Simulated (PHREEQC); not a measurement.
Dissolve 0.012 mol/kgw KOH and 0.0025 mol/kgw KH2PO4 at 25 °C. Closed to the air; pH follows from the charge balance.

All values are PHREEQC results (ion-association model, phreeqc.dat), not measurements.

| quantity | before | after |
|---|---|---|
| pH | 11.86 | 12.02 |
| ionic strength (mol/kgw) | 0.0189 | 0.0120 |

Q: What was changed between the two runs?
A) KH2PO4 left out
B) temperature from 25 to 50 °C
C) KOH left out
D) KOH replaced by KHF2 at the same molality
E) KH2PO4 from 0.0025 to 0.025 mol/kgw

A: A, KH2PO4 left out

This is a speciation only: nothing precipitates in the calculation.
